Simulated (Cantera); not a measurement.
Input: 1 mol CH₃Cl, a varied amount of H₂, equilibrated at 1.00 bar.

Cantera equilibrium calculation (NASA polynomials, part measured and part estimated; ideal gas, pure solids and liquids). Candidate condensed phases: C, C₆H₆, C₇H₈, C₈H₁₈; 91 gas species. Kinetics and transport are ignored.

Stable condensed phases, one row left out:

```
T in K \ n(H₂) in mol
         0.65  0.9  1.2  1.7  2.4  3.3  4.5  6.3
   3500     A    A    A    A    A    A    A    A
   3300     B    B    B    B    B    A    A    A
   3100     B    B    B    B    B    B    B    A
   2700     B    B    B    B    B    B    B    B
   2500     B    B    B    B    B    B    B    B
   2300     B    B    B    B    B    B    B    B
   2100     B    B    B    B    B    B    B    B
   1900     B    B    B    B    B    B    B    B
   1700     B    B    B    B    B    B    B    B
   1500     B    B    B    B    B    B    B    B
   1300     B    B    B    B    B    B    B    B
   1100     B    B    B    B    B    B    B    B
    900     B    B    B    B    B    B    B    A
```

A: gas only; B: C.

Give the row for 2900 K.

0.65: C; 0.9: C; 1.2: C; 1.7: C; 2.4: C; 3.3: C; 4.5: C; 6.3: C.
